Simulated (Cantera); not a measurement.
**Low-pressure radical oxidation in H2/O2**

An isothermal, constant-pressure homogeneous reactor starts with H₂ : O₂ = 0.019 : 1 (molar parts), equivalence ratio 0.0095, at 1300 K and 1.50 Torr.

Model: GRI-Mech 3.0 (53 species, 325 reactions), integrated in Cantera. Radical loss at walls, strong at low pressure, is not modelled.

```csv
t (s),x H₂,x O₂,x H,x OH,x H₂O,x HO₂
0.000100,0.0186,0.981,1.13e-9,3.20e-10,1.12e-11,1.44e-9
0.000315,0.0186,0.981,2.43e-9,2.28e-9,2.68e-10,4.54e-9
0.000992,0.0186,0.981,5.04e-9,1.26e-8,5.02e-9,1.43e-8
0.00312,0.0186,0.981,2.44e-8,9.63e-8,1.01e-7,4.50e-8
0.00984,0.0186,0.981,1.94e-6,8.37e-6,1.28e-5,1.42e-7
0.0310,0.000482,0.965,0.00148,0.00254,0.0162,1.96e-7
0.0976,0.000135,0.964,0.00115,0.00190,0.0170,1.63e-7
0.307,0.000131,0.965,0.00110,0.00187,0.0170,1.61e-7
0.968,0.000120,0.966,0.000953,0.00179,0.0172,1.55e-7
3.05,9.17e-5,0.970,0.000627,0.00157,0.0175,1.37e-7
9.60,4.60e-5,0.976,0.000217,0.00111,0.0181,9.86e-8
30.2,1.21e-5,0.980,2.85e-5,0.000572,0.0185,4.66e-8
95.3,1.97e-6,0.981,1.86e-6,0.000231,0.0187,1.46e-8
300,3.03e-7,0.981,1.12e-7,9.06e-5,0.0188,6.59e-9
```
x: mole fraction; the columns are a selection and need not sum to one.

Equilibrium at this temperature and pressure: H₂ 3.71e-8, O₂ 0.981, H 4.80e-9, OH 3.17e-5, H₂O 0.0188, HO₂ 1.09e-8 (gas phase only).
